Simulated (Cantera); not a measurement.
A closed system holds: 1 mol NiS, 1700 mol H₂, 35 mol N₂, equilibrated at 1475 K and 24.0 Pa.

Equilibrium computed with Cantera from the NASA thermochemical tables; the gas is ideal and each condensed phase is pure. Candidate condensed phases: Ni, NiS, NiS₂, Ni₃S₂, Ni₃S₄, S; 17 gas species. Kinetics and transport are ignored.

Base state: H₂ 0.978, N₂ 0.0202, H 0.000828, H₂S 0.000391, Ni 0.000121, SH 9.09e-5, S₂ 3.94e-5, S 1.23e-5 (mole fractions); condensed: Ni(s).

Q: What changes in the equilibrium state with this change: pressure from 24.0 Pa to 0.100 bar?

A: 
```json
[
 {"species": "H₂", "before": "0.978", "after": "0.979"},
 {"species": "N₂", "before": "0.0202", "after": "0.0202"},
 {"species": "H₂S", "before": "0.000391", "after": "0.000569"},
 {"species": "H", "before": "0.000828", "after": "4.06e-5"},
 {"species": "Ni", "before": "0.000121", "after": "2.90e-7"},
 {"species": "S", "before": "1.23e-5", "after": "4.29e-8"},
 {"species": "S₂", "before": "3.94e-5", "after": "2.00e-7"},
 {"species": "SH", "before": "9.09e-5", "after": "6.49e-6"},
 {"species": "Ni(s), mol", "before": "0.785", "after": "0.999"}
]
```

Q: What changes in the equilibrium state with this change: H₂ from 1700 to 5.1 mol?

A: 
```csv
species,before,after
N₂,0.0202,0.862
H₂,0.978,0.124
S₂,3.94e-5,0.0115
Ni,0.000121,0.000121
NiS,2.98e-6,5.09e-5
S,1.23e-5,0.000210
SH,9.09e-5,0.000553
"Ni(s), mol",0.785,0.993
```
